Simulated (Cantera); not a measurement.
## Thermodynamics of fluorocarbon and chlorocarbon gases, feed CHF3 + F2 + H2

A closed system holds: 1 mol CHF3, 0.15 mol F2, 0.57 mol H2, held at 0.0100 bar.

Equilibrium computed with Cantera from the NASA thermochemical tables; the gas is ideal and each condensed phase is pure. Candidate condensed phases: C, C6H6, C7H8, C8H18; 95 gas species. Gases not in the tables: C2F6 and larger saturated fluorocarbons. Equilibrium is a limit: real reactors are often held back by kinetics, nucleation or transport.

```json
[
 {"T (K)": "2023", "x HF": "0.847", "x F": "0.0241", "x CF2": "0.0398", "x H": "5.71e-6", "x CF4": "0.0875", "x C3": "4.85e-9", "x CF": "0.000125", "x C": "4.97e-9", "n C(graphite)": "0.674"},
 {"T (K)": "2123", "x HF": "0.813", "x F": "0.0533", "x CF2": "0.0709", "x H": "1.29e-5", "x CF4": "0.0595", "x C3": "4.79e-8", "x CF": "0.000437", "x C": "3.69e-8", "n C(graphite)": "0.649"},
 {"T (K)": "2223", "x HF": "0.770", "x F": "0.0993", "x CF2": "0.0983", "x H": "2.96e-5", "x CF4": "0.0283", "x C3": "3.83e-7", "x CF": "0.00123", "x C": "2.29e-7", "n C(graphite)": "0.638"},
 {"T (K)": "2323", "x HF": "0.732", "x F": "0.153", "x CF2": "0.101", "x H": "7.21e-5", "x CF4": "0.00841", "x C3": "2.55e-6", "x CF": "0.00278", "x C": "1.21e-6", "n C(graphite)": "0.667"},
 {"T (K)": "2423", "x HF": "0.706", "x F": "0.204", "x CF2": "0.0823", "x H": "0.000185", "x CF4": "0.00174", "x C3": "1.44e-5", "x CF": "0.00521", "x C": "5.58e-6", "n C(graphite)": "0.727"},
 {"T (K)": "2523", "x HF": "0.686", "x F": "0.245", "x CF2": "0.0584", "x H": "0.000479", "x CF4": "0.000301", "x C3": "7.09e-5", "x CF": "0.00859", "x C": "2.28e-5", "n C(graphite)": "0.789"},
 {"T (K)": "2623", "x HF": "0.671", "x F": "0.276", "x CF2": "0.0381", "x H": "0.00122", "x CF4": "4.79e-5", "x C3": "0.000307", "x CF": "0.0129", "x C": "8.33e-5", "n C(graphite)": "0.834"},
 {"T (K)": "2723", "x HF": "0.658", "x F": "0.296", "x CF2": "0.0236", "x H": "0.00304", "x CF4": "7.45e-6", "x C3": "0.00119", "x CF": "0.0181", "x C": "0.000277", "n C(graphite)": "0.851"},
 {"T (K)": "2823", "x HF": "0.642", "x F": "0.307", "x CF2": "0.0143", "x H": "0.00724", "x CF4": "1.18e-6", "x C3": "0.00418", "x CF": "0.0240", "x C": "0.000846", "n C(graphite)": "0.826"},
 {"T (K)": "2923", "x HF": "0.615", "x F": "0.311", "x CF2": "0.00865", "x H": "0.0163", "x CF4": "1.97e-7", "x C3": "0.0134", "x CF": "0.0306", "x C": "0.00239", "n C(graphite)": "0.709"},
 {"T (K)": "3023", "x HF": "0.562", "x F": "0.310", "x CF2": "0.00519", "x H": "0.0335", "x CF4": "3.43e-8", "x C3": "0.0398", "x CF": "0.0376", "x C": "0.00630", "n C(graphite)": "0.347"},
 {"T (K)": "3123", "x HF": "0.493", "x F": "0.320", "x CF2": "0.00284", "x H": "0.0609", "x CF4": "6.34e-9", "x C3": "0.0607", "x CF": "0.0388", "x C": "0.0128", "n C(graphite)": "0"},
 {"T (K)": "3223", "x HF": "0.427", "x F": "0.349", "x CF2": "0.00153", "x H": "0.0985", "x CF4": "1.38e-9", "x C3": "0.0543", "x CF": "0.0357", "x C": "0.0210", "n C(graphite)": "0"}
]
```
x: gas mole fraction; n: condensed amount in mol.

From 2023 K to 3023 K the condensed part is C(graphite). From 3123 K to 3223 K nothing is condensed. The main C-bearing gas is CF4 at 2023 K and C3 at 3223 K.
